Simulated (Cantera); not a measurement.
**Hydrocarbon pyrolysis for carbon deposition**

An isothermal, constant-pressure homogeneous reactor starts with CH4 : N2 = 1 : 6.5 (molar parts), at 1825 K and 0.0700 bar.

Model: GRI-Mech 3.0 (53 species, 325 reactions), integrated in Cantera. GRI-Mech 3.0 stops at C3 and has no aromatics, soot or wall deposition, so with more carbon than oxygen in the feed, carbon stays in small species such as C2H2 where larger ones or solid carbon would form.

```json
[
 {"t (s)": "0.000200", "x CH4": "0.133", "x H2": "0.000138", "x CH3": "0.000270", "x HCN": "2.76e-12", "x C2H2": "1.44e-8"},
 {"t (s)": "0.000577", "x CH4": "0.132", "x H2": "0.000472", "x CH3": "0.000772", "x HCN": "4.44e-11", "x C2H2": "1.15e-6"},
 {"t (s)": "0.00167", "x CH4": "0.129", "x H2": "0.00305", "x CH3": "0.00209", "x HCN": "1.40e-9", "x C2H2": "9.24e-5"},
 {"t (s)": "0.00480", "x CH4": "0.101", "x H2": "0.0339", "x CH3": "0.00367", "x HCN": "1.05e-7", "x C2H2": "0.00598"},
 {"t (s)": "0.0139", "x CH4": "0.0457", "x H2": "0.113", "x CH3": "0.00200", "x HCN": "1.29e-6", "x C2H2": "0.0360"},
 {"t (s)": "0.0400", "x CH4": "0.0153", "x H2": "0.155", "x CH3": "0.000802", "x HCN": "4.45e-6", "x C2H2": "0.0515"},
 {"t (s)": "0.115", "x CH4": "0.00382", "x H2": "0.171", "x CH3": "0.000254", "x HCN": "1.03e-5", "x C2H2": "0.0570"},
 {"t (s)": "0.333", "x CH4": "0.000910", "x H2": "0.175", "x CH3": "7.01e-5", "x HCN": "1.83e-5", "x C2H2": "0.0583"},
 {"t (s)": "0.961", "x CH4": "0.000258", "x H2": "0.176", "x CH3": "2.06e-5", "x HCN": "2.70e-5", "x C2H2": "0.0587"},
 {"t (s)": "2.77", "x CH4": "9.27e-5", "x H2": "0.176", "x CH3": "7.45e-6", "x HCN": "3.59e-5", "x C2H2": "0.0587"},
 {"t (s)": "8.00", "x CH4": "5.83e-5", "x H2": "0.176", "x CH3": "4.68e-6", "x HCN": "4.83e-5", "x C2H2": "0.0587"}
]
```
x: mole fraction; the columns are a selection and need not sum to one.

Equilibrium at this temperature and pressure: CH4 3.56e-5, H2 0.176, CH3 2.86e-6, HCN 0.0764, C2H2 0.0206 (gas phase only).
